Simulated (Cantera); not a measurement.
Input: 1 mol Si₃H₈, 0.031 mol HCl, 750 mol H₂, 0.6 mol Cl₂, equilibrated at 3.10 mbar.

Cantera equilibrium calculation (NASA polynomials, part measured and part estimated; ideal gas, pure solids and liquids). Candidate condensed phases: Si; 19 gas species. The feed counts by its element totals alone. Gases not in the tables: Si₂H₆ and higher silanes. The numbers say what is thermodynamically allowed, not how fast it happens.

### Question
Which condensed phases are stable at each of these points (T (K)): 950, 1050, 1150, 1250, 1350, 1450, 1550, 1650, 1750?

### Answer
```tsv
T (K)	condensed phases	Si condensed (%)
950	Si(s)	99.8
1050	Si(s)	99.9
1150	Si(s)	99.9
1250	Si(s)	99.8
1350	Si(s)	99.8
1450	Si(s)	99.7
1550	Si(s)	99.4
1650	Si(s)	97.1
1750	Si(l)	85.9
```

From 950 K to 1650 K the condensed part is Si(s). At 1750 K the condensed part is Si(l).
